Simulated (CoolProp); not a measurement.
Nitrous oxide along the isobar 2330 kPa: density (kg/m³) from the reference equation and from simpler models built on Tc = 309.5 K, pc = 7245 kPa, ω = 0.161; each cubic takes its own stable root.

Computed with CoolProp (reference Helmholtz-energy equation of state, Lemmon 2006). It is a short technical equation, of lower accuracy than the large ones.

```csv
T (K),phase,reference,Redlich-Kwong,Soave-Redlich-Kwong
192.4,liquid,1211,___,1127
234,liquid,1076,965.8,991.1
275.6,gas,___,54.26,54.67
317.3,gas,___,43.64,43.60
358.9,gas,36.99,37.08,36.91
400.6,gas,___,32.45,32.24
442.2,gas,28.83,28.95,___
483.8,gas,26.08,26.19,25.99
```

What belongs in the gaps?


- 192.4, Redlich-Kwong: 1109
- 275.6, reference: 55.14
- 317.3, reference: 43.69
- 400.6, reference: 32.33
- 442.2, Soave-Redlich-Kwong: 28.74
